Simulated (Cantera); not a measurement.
A closed system holds: 1 mol CuO, 13 mol HF, 3.5 mol N2, held at 0.430 bar.

These are equilibrium values from Cantera (NASA tables, ideal gas, pure condensed phases), not measurements of a reactor. Candidate condensed phases: Cu, CuF2, CuO, Cu(OH)2, Cu2O, H2O; 45 gas species. Mutual solubility and eutectic melting of coexisting phases are not modelled. Rates play no part.

**Question.** Which condensed phases are stable at each of these points (T (K)): 1100, 1200, 1300, 1400, 1500, 1600, 1700?

**Answer.** 
| T (K) | condensed phases | Cu condensed (%) |
|---|---|---|
| 1100 | CuF2(s) + CuO(s) + Cu2O(s) | 99.1 |
| 1200 | Cu2O(s) | 97.6 |
| 1300 | Cu2O(s) | 95.0 |
| 1400 | Cu2O(s) | 89.0 |
| 1500 | Cu2O(s) | 77.0 |
| 1600 | Cu2O(l) | 59.0 |
| 1700 | Cu2O(l) | 32.6 |

At 1100 K the condensed part is CuF2(s) + CuO(s) + Cu2O(s). From 1200 K to 1500 K the condensed part is Cu2O(s). From 1600 K to 1700 K the condensed part is Cu2O(l).
